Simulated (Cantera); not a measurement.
## Iron carbonyl, mercury and lead vapours: PbO + H2

Feed: 1 mol PbO, 0.17 mol H2, held at 900 K and 101000 Pa.

Method: chemical equilibrium by Gibbs-energy minimisation in Cantera with the NASA 1993 tables (ideal gas, pure condensed phases). Candidate condensed phases: H2O, Pb, PbO, PbO2, Pb3O4; 12 gas species. Equilibrium is a limit: real reactors are often held back by kinetics, nucleation or transport.

| Item | Value |
|---|---|
| x(H2O) | 1.000 |
| x(H2) | 9.98e-5 |
| x(Pb) | 1.35e-6 |
| n(Pb(l)) | 0.170 mol |
| n(PbO(yellow)) | 0.830 mol |
| gas amount | 0.1700 mol |
| log10 activity of PbO2(s) (absent) | -9.32 |
